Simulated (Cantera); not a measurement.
## Hydrocarbon pyrolysis for carbon deposition

An isothermal, constant-pressure homogeneous reactor starts with 15.9 % C₂H₆, 84.1 % H₂, at 1648 K and 0.0750 Torr.

Detailed kinetics in Cantera: GRI-Mech 3.0 (53 species, 325 reactions). GRI-Mech 3.0 stops at C3 and has no aromatics, soot or wall deposition, so with more carbon than oxygen in the feed, carbon stays in small species such as C2H2 where larger ones or solid carbon would form. Radical loss at walls, strong at low pressure, is not modelled.

```tsv
t (s)	x C₂H₆	x H₂	x C₂H₄	x CH₂	x CH₃	x CH₄
7.00e-6	0.159	0.841	1.03e-11	<1e-12	2.76e-5	1.26e-8
3.03e-5	0.159	0.841	2.59e-10	2.75e-12	0.000119	2.35e-7
0.000131	0.158	0.841	1.24e-8	2.23e-10	0.000511	4.37e-6
0.000566	0.157	0.840	1.46e-6	1.82e-8	0.00214	7.99e-5
0.00245	0.152	0.837	0.000206	1.21e-6	0.00807	0.00136
0.0106	0.117	0.819	0.00901	2.13e-5	0.0281	0.0197
0.0458	0.00708	0.754	0.0331	4.87e-5	0.0459	0.138
0.198	9.55e-5	0.776	0.0121	1.87e-5	0.0173	0.142
0.857	3.97e-5	0.798	0.00385	6.58e-6	0.00682	0.121
3.71	1.39e-5	0.817	0.00133	2.43e-6	0.00299	0.0956
16.0	4.97e-6	0.838	0.000477	1.33e-6	0.00164	0.0640
69.4	9.47e-7	0.862	8.81e-5	8.91e-7	0.000769	0.0251
300	3.10e-8	0.875	4.62e-6	5.45e-7	0.000201	0.00330
```
x: mole fraction; the columns are a selection and need not sum to one.

Equilibrium at this temperature and pressure: C₂H₆ <1e-12, H₂ 0.872, C₂H₄ 7.67e-7, CH₂ 1.03e-8, CH₃ 1.09e-6, CH₄ 5.60e-6 (gas phase only).
